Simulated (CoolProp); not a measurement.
The fluid at 360.28 K and 0.302 MPa is throttled through a valve to 0.0096 MPa with no heat exchange. The same conditions are run with several fluids, on thermodynamics alone (safety and materials aside).

Model: reference Helmholtz-energy equation of state of each fluid (C2F6 (R116): Lemmon 2006; cyclopropane: Polt 1992; R114: Platzer 1990; carbonyl sulfide: Lemmon 2006; C3F8 (R218): Lemmon 2006), in CoolProp. The equations of Platzer and Polt are older, rougher fits.

### Question
Rank C2F6 (R116), cyclopropane, R114, carbonyl sulfide, C3F8 (R218) by temperature change (K), highest first.

### Answer
C2F6 (R116) (-1.5), C3F8 (R218) (-2.1), cyclopropane (-3.6), R114 (-3.7), carbonyl sulfide (-3.8)

```tsv
fluid	final density (kg/m³)
C2F6 (R116)	0.444
cyclopropane	0.136
R114	0.554
carbonyl sulfide	0.195
C3F8 (R218)	0.607
```
